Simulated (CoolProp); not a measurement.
Aqueous potassium formate as a coolant, at 9 °C, 1 atm.

Computed with CoolProp (Melinder's fits for secondary coolants).

```tsv
mass %	freezing point (°C)	density (kg/m³)	conductivity (W/(m K))	Prandtl number	viscosity (mPa s)
4.9	-2.2	1031	0.571	10.2	1.46
9.4	-4.6	[?]	0.563	10.4	1.53
13.8	-7.2	1086	0.556	10.6	1.61
18.2	-10.3	[?]	0.549	10.9	1.71
22.6	-13.8	[?]	0.541	11.4	1.85
27	-17.9	1173	0.533	12.0	2.00
31.4	-22.8	1204	0.525	12.7	2.16
35.8	-28.6	1235	0.515	13.5	[?]
40.2	-35.3	1268	0.504	[?]	2.55
44.6	-43.2	1303	0.492	16.3	2.91
```

Task: Fill in the missing entries.

Result: 
- 9.4, density (kg/m³): 1059
- 18.2, density (kg/m³): 1114
- 22.6, density (kg/m³): 1143
- 35.8, viscosity (mPa s): 2.34
- 40.2, Prandtl number: 14.5
